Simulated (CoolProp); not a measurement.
1-butene along the isotherm 525 K: Z from the reference equation and from simpler models built on Tc = 419.3 K, pc = 4006 kPa, ω = 0.192; each cubic takes its own stable root.

Model: reference Helmholtz-energy equation of state, Lemmon 2005, in CoolProp. It is a short technical equation, of lower accuracy than the large ones.

```json
[
 {"p (kPa)": "2230", "phase": "gas", "reference": "0.9057", "van der Waals": "0.8993", "Redlich-Kwong": "0.9002", "Soave-Redlich-Kwong": "0.9126", "Peng-Robinson": "0.8973"},
 {"p (kPa)": "4450", "phase": "supercritical", "reference": "0.8086", "van der Waals": "0.7833", "Redlich-Kwong": "0.7970", "Soave-Redlich-Kwong": "0.8262", "Peng-Robinson": "0.7992"},
 {"p (kPa)": "6680", "phase": "supercritical", "reference": "0.7162", "van der Waals": "0.6561", "Redlich-Kwong": "0.6987", "Soave-Redlich-Kwong": "0.7486", "Peng-Robinson": "0.7141"},
 {"p (kPa)": "8900", "phase": "supercritical", "reference": "…", "van der Waals": "0.5890", "Redlich-Kwong": "…", "Soave-Redlich-Kwong": "0.6961", "Peng-Robinson": "0.6577"},
 {"p (kPa)": "11100", "phase": "supercritical", "reference": "0.6152", "van der Waals": "0.6083", "Redlich-Kwong": "0.6160", "Soave-Redlich-Kwong": "…", "Peng-Robinson": "0.6364"},
 {"p (kPa)": "13400", "phase": "supercritical", "reference": "0.6198", "van der Waals": "0.6602", "Redlich-Kwong": "0.6334", "Soave-Redlich-Kwong": "0.6893", "Peng-Robinson": "0.6424"},
 {"p (kPa)": "15600", "phase": "supercritical", "reference": "0.6456", "van der Waals": "0.7193", "Redlich-Kwong": "0.6655", "Soave-Redlich-Kwong": "0.7158", "Peng-Robinson": "0.6636"},
 {"p (kPa)": "17800", "phase": "supercritical", "reference": "0.6817", "van der Waals": "0.7820", "Redlich-Kwong": "0.7045", "Soave-Redlich-Kwong": "0.7504", "Peng-Robinson": "0.6930"},
 {"p (kPa)": "20000", "phase": "supercritical", "reference": "…", "van der Waals": "0.8460", "Redlich-Kwong": "0.7469", "Soave-Redlich-Kwong": "0.7896", "Peng-Robinson": "0.7270"}
]
```

What belongs in the gaps?


- 8900, reference: 0.6465
- 8900, Redlich-Kwong: 0.6325
- 11100, Soave-Redlich-Kwong: 0.6785
- 20000, reference: 0.7231
